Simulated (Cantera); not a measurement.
Feed: 1 mol CH2F2, 1.3 mol CH4, 18 mol H2, at 4400 Pa.

Method: chemical equilibrium by Gibbs-energy minimisation in Cantera with the NASA 1993 tables (ideal gas, pure condensed phases). Candidate condensed phases: C, C6H6, C7H8, C8H18; 95 gas species. The numbers say what is thermodynamically allowed, not how fast it happens.

x: gas mole fraction; n: condensed amount in mol.

```csv
T (K),x H2,x H,x HF,x C2H2 (acetylene),x C3,x C,n C(graphite)
1498,0.911,7.82e-5,0.0885,8.03e-6,<1e-12,<1e-12,2.30
1648,0.911,0.000405,0.0885,4.07e-5,<1e-12,<1e-12,2.30
1798,0.910,0.00160,0.0884,0.000157,2.45e-12,5.45e-12,2.29
1948,0.906,0.00513,0.0883,0.000488,1.69e-10,2.19e-10,2.28
2098,0.897,0.0139,0.0879,0.00128,6.27e-9,5.18e-9,2.24
2248,0.877,0.0328,0.0870,0.00291,1.42e-7,8.00e-8,2.17
2398,0.840,0.0688,0.0854,0.00580,2.15e-6,8.76e-7,2.02
2548,0.777,0.130,0.0827,0.0102,2.35e-5,7.23e-6,…
2698,0.682,0.222,0.0785,0.0160,0.000195,4.70e-5,…
2848,0.557,0.344,0.0728,0.0218,0.00128,0.000251,…
2998,0.416,0.483,0.0657,0.0225,0.00568,0.00106,0
3148,0.287,0.622,0.0584,0.0116,0.00901,0.00289,0
3298,0.181,0.736,0.0516,0.00460,0.0102,0.00654,0
```

Fill in the missing entries.


- 2548, n C(graphite): 1.79
- 2698, n C(graphite): 1.42
- 2848, n C(graphite): 0.841
